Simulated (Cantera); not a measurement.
Source: NASA polynomial tables (part measured, part estimated), evaluated in Cantera. Values are per mole of reaction as written; species without (g) are pure solids or liquids, kept so even where they would boil at 1 bar.

Problem. Between 473 and 723 K, where is each reaction favourable under standard conditions?
- 4 SiH3(g) + Si3N4 → 4 NH3(g) + 7 Si

Solution. 
- 4 SiH3(g) + Si3N4 → 4 NH3(g) + 7 Si: ΔG° is -241 kJ at 473 K and -225 kJ at 723 K; it stays negative (K > 1). ΔH° is -271 kJ and ΔS° -64 J/K at 723 K.
